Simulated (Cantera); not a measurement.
## Thermodynamics of metals in furnace atmospheres, feed Ti + CO2 + H2

A closed system holds: 1 mol Ti, 0.2 mol CO2, 2.8 mol H2, held at 25.0 mbar.

Method: chemical equilibrium by Gibbs-energy minimisation in Cantera with the NASA 1993 tables (ideal gas, pure condensed phases). Candidate condensed phases: C, C6H6, C7H8, C8H18, H2O, Ti, TiC, TiO, TiO2, Ti2O3, Ti3O5, Ti4O7; 113 gas species. Mutual solubility and eutectic melting of coexisting phases are not modelled. TiC, TiO: taken at fixed stoichiometry. Condensed phases not in the tables: solid solutions among these carbides, nitrides and lower oxides, N, O or C dissolved in the metal. Kinetics and transport are ignored.

```
T (K)  log p H2  log p H  log p Ti  log p CO  n Ti(β)  n TiC(s)  n TiO(s)  n Ti(l)
-----  --------  -------  --------  --------  -------  --------  --------  -------
1348      -1.60    -6.44    -10.78      <-13    0.400     0.200     0.400        0
1398      -1.60    -6.13    -10.14    -12.79    0.400     0.200     0.400        0
1448      -1.60    -5.84     -9.54    -12.01    0.400     0.200     0.400        0
1498      -1.60    -5.57     -8.99    -11.28    0.400     0.200     0.400        0
1548      -1.60    -5.31     -8.47    -10.60    0.400     0.200     0.400        0
1598      -1.60    -5.07     -7.99     -9.97    0.400     0.200     0.400        0
1648      -1.60    -4.85     -7.53     -9.37    0.400     0.200     0.400        0
1698      -1.60    -4.64     -7.11     -8.81    0.400     0.200     0.400        0
1748      -1.60    -4.44     -6.70     -8.28    0.400     0.200     0.400        0
1798      -1.60    -4.25     -6.32     -7.78    0.400     0.200     0.400        0
1848      -1.60    -4.08     -5.97     -7.31    0.400     0.200     0.400        0
1898      -1.60    -3.91     -5.63     -6.87    0.400     0.200     0.400        0
1948      -1.61    -3.75     -5.31     -6.44        0     0.200     0.400    0.400
```
log p: log10 of the partial pressure in bar; n: condensed amount in mol.

From 1348 K to 1898 K the condensed part is Ti(β) + TiC(s) + TiO(s). At 1948 K the condensed part is Ti(l) + TiC(s) + TiO(s).
